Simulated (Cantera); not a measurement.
Equilibrium for silicon nitride deposition: SiCl4 + NH3 + H2

Feed: 1 mol SiCl4, 33 mol NH3, 0.36 mol H2, held at 0.0180 bar.

Cantera equilibrium calculation (NASA polynomials, part measured and part estimated; ideal gas, pure solids and liquids). Candidate condensed phases: NH4Cl, Si, Si3N4; 28 gas species. The tables' values for SiCl, SiN, SiCl3 are old estimates; treat these amounts as uncertain. Gases not in the tables: Si2H6 and higher silanes. Equilibrium is a limit: real reactors are often held back by kinetics, nucleation or transport.

```
T (K)   x H2   x N2   x HCl       x H   x SiCl2      x Si  n Si3N4(s)  n Si(l)
-----  -----  -----  ------  --------  --------  --------  ----------  -------
998    0.707  0.234  0.0591   1.35e-8   1.94e-8    <1e-12       0.333        0
1098   0.707  0.234  0.0591   1.55e-7   3.56e-7    <1e-12       0.333        0
1198   0.707  0.234  0.0591   1.19e-6   3.99e-6    <1e-12       0.333        0
1298   0.707  0.234  0.0590   6.72e-6   3.05e-5  5.25e-12       0.332        0
1398   0.707  0.234  0.0587   2.97e-5  0.000171  5.16e-10       0.329        0
1498   0.707  0.234  0.0575  0.000108  0.000733   2.72e-8       0.316        0
1598   0.708  0.235  0.0541  0.000334   0.00238   8.68e-7       0.279        0
1698   0.709  0.237  0.0473  0.000908   0.00567   1.82e-5       0.203        0
1798   0.706  0.241  0.0424   0.00221   0.00789  0.000171           0    0.435
1898   0.703  0.241  0.0433   0.00488   0.00724  0.000682           0    0.427
1998   0.696  0.239  0.0438   0.00998   0.00662   0.00236           0    0.314
2098   0.685  0.237  0.0443    0.0190   0.00569   0.00673           0        0
```
x: gas mole fraction; n: condensed amount in mol.

From 998 K to 1698 K the condensed part is Si3N4(s). From 1798 K to 1998 K the condensed part is Si(l). At 2098 K nothing is condensed. The main Si-bearing gas is SiCl4 at 998 K and Si at 2098 K.
